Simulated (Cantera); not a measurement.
Ignition delay

Mixture: 12.0 % CH₄, 18.5 % O₂, 69.5 % N₂, equivalence ratio 1.3, at 1000000 Pa, adiabatic and at constant pressure. Ignition delay is the time to a rise of 400 K.

Model: GRI-Mech 3.0 (53 species, 325 reactions), integrated in Cantera.

| T0 (K) | delay (ms) |
|---|---|
| 1100 | 19.9 |
| 1175 | 7.38 |
| 1250 | 2.96 |
| 1325 | 1.26 |
| 1400 | 0.568 |
| 1475 | 0.267 |

```json
{
  "apparent activation energy between 1325 and 1475 K": "170 kJ/mol"
}
```
